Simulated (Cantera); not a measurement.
An adiabatic, constant-pressure homogeneous reactor starts with C3H8 : O2 : N2 = 1 : 6.76 : 25.4 (molar parts), equivalence ratio 0.74, at 1500 K and 0.580 bar. Integrator tolerance rtol = 1e-08.

Computed with Cantera and GRI-Mech 3.0 (53 species, 325 reactions). GRI-Mech 3.0 was tuned for natural gas; its chemistry of propane as a main component is partial and can be far from experiment.

Q: What does this change do: pressure from 0.580 bar to 24.0 bar?

A: 
```tsv
quantity	before	after
time of steepest temperature rise	0.110 ms	12.6 µs
temperature at 1.00 s	2614 K	2801 K
equilibrium temperature	2614 K	2801 K
x(C3H8) at 1.00 s	<1e-12 (gas-phase equilibrium <1e-12)	<1e-12 (gas-phase equilibrium <1e-12)
x(O2) at 1.00 s	0.0515 (gas-phase equilibrium 0.0515)	0.0456 (gas-phase equilibrium 0.0456)
x(NO) at 1.00 s	0.0132 (gas-phase equilibrium 0.0132)	0.0165 (gas-phase equilibrium 0.0165)
x(CH2CO) at 1.00 s	<1e-12 (gas-phase equilibrium <1e-12)	<1e-12 (gas-phase equilibrium <1e-12)
x(C2H4) at 1.00 s	<1e-12 (gas-phase equilibrium <1e-12)	<1e-12 (gas-phase equilibrium <1e-12)
```
The pressure lies above the range GRI-Mech 3.0 was tuned for (to about 10 atm).
